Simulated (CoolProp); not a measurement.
Values from CoolProp's reference Helmholtz-energy equation of state, Lemmon 2006. It is a short technical equation, of lower accuracy than the large ones.

Task: For C2F6 (R116), give the phase and the cp (kJ/(kg K)), speed of sound (m/s), Prandtl number at 122.75 °C and 101 kPa.

Result: 
- 122.75 °C and 101 kPa: gas; cp 0.908, speed of sound 159, Prandtl number 0.744

Viscosity comes from a separate model (Huber 2003), an estimate that may be off by 10 % or more. Thermal conductivity comes from a separate model (Huber 2003), an estimate that may be off by 10 % or more.
